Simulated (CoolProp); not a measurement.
Methanol along the isotherm 357.3 K: Z from the reference equation and from simpler models built on Tc = 513.4 K, pc = 8.216 MPa, ω = 0.565; each cubic takes its own stable root.

Values from CoolProp's reference Helmholtz-energy equation of state, de Reuck 1993.

```json
[
 {"p (MPa)": "0.013", "phase": "gas", "reference": "0.9971", "van der Waals": "0.9989", "Redlich-Kwong": "0.9985", "Soave-Redlich-Kwong": "0.9981", "Peng-Robinson": "0.9981"},
 {"p (MPa)": "0.0231", "phase": "gas", "reference": "0.9948", "van der Waals": "0.9981", "Redlich-Kwong": "0.9974", "Soave-Redlich-Kwong": "0.9967", "Peng-Robinson": "0.9965"},
 {"p (MPa)": "0.0411", "phase": "gas", "reference": "0.9905", "van der Waals": "0.9965", "Redlich-Kwong": "0.9953", "Soave-Redlich-Kwong": "0.9940", "Peng-Robinson": "0.9938"},
 {"p (MPa)": "0.0731", "phase": "gas", "reference": "0.9824", "van der Waals": "0.9938", "Redlich-Kwong": "0.9916", "Soave-Redlich-Kwong": "0.9894", "Peng-Robinson": "0.9890"},
 {"p (MPa)": "0.13", "phase": "gas", "reference": "0.9647", "van der Waals": "0.9889", "Redlich-Kwong": "0.9850", "Soave-Redlich-Kwong": "0.9809", "Peng-Robinson": "0.9802"},
 {"p (MPa)": "0.231", "phase": "liquid", "reference": "0.003421", "van der Waals": "0.9802", "Redlich-Kwong": "___", "Soave-Redlich-Kwong": "0.004466", "Peng-Robinson": "0.003954"},
 {"p (MPa)": "0.411", "phase": "liquid", "reference": "___", "van der Waals": "0.9642", "Redlich-Kwong": "0.9513", "Soave-Redlich-Kwong": "0.007945", "Peng-Robinson": "0.007033"},
 {"p (MPa)": "0.731", "phase": "liquid", "reference": "0.01082", "van der Waals": "0.9345", "Redlich-Kwong": "0.01538", "Soave-Redlich-Kwong": "0.01412", "Peng-Robinson": "0.01250"},
 {"p (MPa)": "1.3", "phase": "liquid", "reference": "0.01921", "van der Waals": "0.8762", "Redlich-Kwong": "0.02731", "Soave-Redlich-Kwong": "0.02510", "Peng-Robinson": "0.02222"},
 {"p (MPa)": "2.31", "phase": "liquid", "reference": "0.03407", "van der Waals": "0.07026", "Redlich-Kwong": "___", "Soave-Redlich-Kwong": "0.04454", "Peng-Robinson": "0.03944"},
 {"p (MPa)": "4.11", "phase": "liquid", "reference": "___", "van der Waals": "0.1239", "Redlich-Kwong": "0.08566", "Soave-Redlich-Kwong": "0.07906", "Peng-Robinson": "0.07004"}
]
```

**Question.** What belongs in the gaps?

**Answer.** 
- 0.231, Redlich-Kwong: 0.9732
- 0.411, reference: 0.006085
- 2.31, Redlich-Kwong: 0.04838
- 4.11, reference: 0.06042

At some of these states van der Waals, Redlich-Kwong gives the other phase, because its saturation line lies elsewhere.
